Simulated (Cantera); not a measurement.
An isothermal plug-flow reactor at 848 K and 0.720 atm (inlet), inlet velocity 0.48 m/s, active area per volume 330 1/m; feed H2 : O2 : N2 = 0.0044 : 0.017 : 0.79 (molar parts).

Cantera simulation using Deutschmann's 1995 Pt surface mechanism with GRI-Mech 3.0 gas chemistry; the numbers are that mechanism's predictions, not measurements. Catalytic surfaces can have several steady states; this one follows from the mechanism file's or the stated starting coverage. Mass transfer to the wall is taken as infinitely fast.

One state of this run: x H2 = 0.000918; x O2 = 0.0187; x H2O = 0.00452; θ free Pt = 0.161; θ O* = 0.837; θ OH* = 0.00185. x: gas mole fraction; θ: surface coverage.

**Question.** Which value of z (m) does it belong to?
A) 0.011
B) 0.00083
C) 0.0023
D) 0.0003

**Answer.** D, 0.0003
